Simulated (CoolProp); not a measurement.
Vapour-liquid equilibrium of methane (1) + ethylene (2) at 1.63 bar; x and y are mole fractions of (1).

Model: multi-fluid Helmholtz-energy mixture model, Setzmann 1991 and Smukala 2000; pair parameters Bell 2016, in CoolProp.

```
x      bubble temperature (°C)  y at the bubble point  dew temperature at overall composition x (°C)  liquid density (mol/L)
-----  -----------------------  ---------------------  ---------------------------------------------  ----------------------
0.05                    -111.7                  0.627                                          -96.2                   20.75
0.125                   -127.4                  0.889                                          -97.7                   21.74
0.2                     -135.9                  0.951                                          -99.3                   22.38
0.275                   -141.0                  0.972                                         -101.1                   22.86
0.35                    -144.3                  0.982                                         -102.9                   23.27
0.425                   -146.6                  0.987                                         -105.0                   23.62
0.5                     -148.3                  0.990                                         -107.2                   23.94
0.575                   -149.6                  0.992                                         -109.8                   24.25
0.65                    -150.8                  0.994                                         -112.7                   24.53
0.725                   -151.8                  0.995                                         -116.1                   24.81
0.8                     -152.7                  0.997                                         -120.3                   25.08
0.875                   -153.7                  0.998                                         -126.1                   25.34
0.95                    -154.7                  0.999                                         -135.8                   25.59
```

No azeotrope shows between x = 0.05 and 0.95.

Pair parameters are fitted to limited data, so mixtures are less certain than the pure fluids.
